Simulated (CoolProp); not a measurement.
Saturation properties of c-C4F8 (RC318).

The numbers come from the reference Helmholtz-energy equation of state, Platzer 1990 in CoolProp. This equation is an older, rougher fit; its heat capacities, sound speeds and derivatives of the liquid may be far off and weren't checked against measurements.

```
T (°C)  p (bar)  liquid density (kg/m³)  vapour density (kg/m³)  surface tension (mN/m)  vapour viscosity (µPa s)
------  -------  ----------------------  ----------------------  ----------------------  ------------------------
28.75     3.517                    1483                   31.48                    7.75                      11.0
36.35     4.424                    1451                   39.52                    6.91                      11.5
44.05     5.512                    1417                   49.34                    6.08                      12.0
51.75     6.789                    1381                   61.17                    5.27                      12.6
59.35     8.255                    1344                   75.24                    4.49                      13.2
67.05     9.968                    1303                   92.50                    3.73                      13.8
74.65     11.91                    1258                   113.3                    3.01                      14.6
82.35     14.15                    1209                   139.5                    2.32                      15.5
```

It boils at -6.0 °C under 1 atm.

Viscosity comes from a separate model (Huber 2003), an estimate that may be off by 10 % or more. Surface tension comes from a separate correlation (Mulero 2012).
